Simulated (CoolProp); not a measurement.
Vapour pressure (MPa) of R11: the reference equation beside estimates from Tc = 198.0 °C, pc = 4.408 MPa, ω = 0.189. Clausius-Clapeyron is anchored at 121.45 °C with a constant enthalpy of vaporisation of 18.36 kJ/mol.

Model: reference Helmholtz-energy equation of state, Jacobsen 1992, in CoolProp.

| T (°C) | reference | Lee-Kesler | Clausius-Clapeyron | van der Waals | Soave-Redlich-Kwong | Peng-Robinson |
|---|---|---|---|---|---|---|
| 89.65 | 0.6557 | 0.6578 | 0.7784 | 1.413 | 0.6596 | 0.6529 |
| 100.25 | 0.8283 | 0.8308 | 0.9252 | 1.618 | 0.8347 | 0.8253 |
| 110.85 | 1.032 | 1.035 | 1.089 | 1.841 | ___ | 1.029 |
| 121.45 | 1.271 | 1.273 | 1.271 | 2.083 | ___ | 1.269 |
| 132.15 | 1.551 | ___ | ___ | ___ | 1.569 | 1.551 |
| 142.75 | 1.870 | 1.870 | ___ | 2.625 | 1.894 | 1.873 |
| 153.35 | 2.236 | 2.235 | 1.932 | 2.924 | 2.264 | 2.241 |
| 163.95 | 2.651 | 2.650 | 2.190 | 3.243 | 2.684 | 2.661 |
| 174.65 | 3.127 | 3.128 | 2.472 | 3.587 | 3.161 | 3.142 |
| 185.25 | 3.662 | 3.665 | 2.770 | 3.947 | 3.691 | 3.678 |

**Question.** What belongs in the gaps?

**Answer.** 
- 110.85, Soave-Redlich-Kwong: 1.042
- 121.45, Soave-Redlich-Kwong: 1.285
- 132.15, Lee-Kesler: 1.552
- 132.15, Clausius-Clapeyron: 1.474
- 132.15, van der Waals: 2.345
- 142.75, Clausius-Clapeyron: 1.693

Absolute difference from the reference over all 10 rows, mean and median: Lee-Kesler 0.1 and 0.1 %, Clausius-Clapeyron 12.7 and 12.6 %, van der Waals 52.0 and 45.8 %, Soave-Redlich-Kwong 1.0 and 1.1 %, Peng-Robinson 0.3 and 0.3 %.
